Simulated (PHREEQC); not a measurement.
Consider water at 25 °C with 0.0027 mol/kgw NaBF4, 6.7e-05 mol/kgw FeSO4 and 0.015 mol/kgw H3PO4. Closed to the air; pH follows from the charge balance.

All values are PHREEQC results (ion-association model, phreeqc.dat), not measurements.

| Quantity | Result |
|---|---|
| pH | 2.17 |
| ionic strength | 0.0102 mol/kgw |
| total alkalinity | -23.1 meq/kg |

```csv
species,molality,activity,log γ
H2PO4-,0.00791,0.00715,-0.044
H+,0.00735,0.00671,-0.040
H3PO4,0.00704,0.00706,0.001
HF,0.00389,0.00390,0.001
Na+,0.00270,0.00244,-0.045
BF4-,0.00149,0.00134,-0.045
H3BO3,0.00103,0.00103,0.001
F-,0.000431,0.000388,-0.046
BF3OH-,0.000140,0.000126,-0.045
BF2(OH)2-,4.91e-5,4.42e-5,-0.045
FeH2PO4+,4.86e-5,4.40e-5,-0.044
SO4-2,4.49e-5,2.99e-5,-0.177
HSO4-,2.16e-5,1.95e-5,-0.045
Fe+2,1.82e-5,1.23e-5,-0.172
HF2-,6.45e-6,5.81e-6,-0.045
NaF,5.42e-7,5.44e-7,0.001
```

Precipitation was switched off in this run. Real BF4- forms and hydrolyses slowly; the run takes it at equilibrium. Fluoro complexes past AlF4- and FeF3 are missing from the database.
